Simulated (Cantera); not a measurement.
A closed system holds: 1 mol CuO, 2.3 mol CO, 18 mol H₂, held at 2225 °C and 120000 Pa.

Equilibrium computed with Cantera from the NASA thermochemical tables; the gas is ideal and each condensed phase is pure. Candidate condensed phases: C, C₆H₆, C₇H₈, C₈H₁₈, Cu, CuO, Cu(OH)₂, Cu₂O, H₂O; 113 gas species. The numbers say what is thermodynamically allowed, not how fast it happens.

Base state: H₂ 0.781, CO 0.106, Cu 0.0460, H₂O 0.0452, H 0.0201, CO₂ 0.000990, OH 0.000241, Cu₂ 0.000230 (mole fractions); condensed: gas only.

Task: What changes in the equilibrium state with this change: CO from 2.3 to 4.9 mol?

Result: 
| species | before | after |
|---|---|---|
| H₂ | 0.781 | 0.697 |
| CO | 0.106 | 0.201 |
| Cu | 0.0460 | 0.0411 |
| H₂O | 0.0452 | 0.0394 |
| H | 0.0201 | 0.0190 |
| CO₂ | 0.000990 | 0.00184 |
| Cu₂ | 0.000230 | 0.000183 |
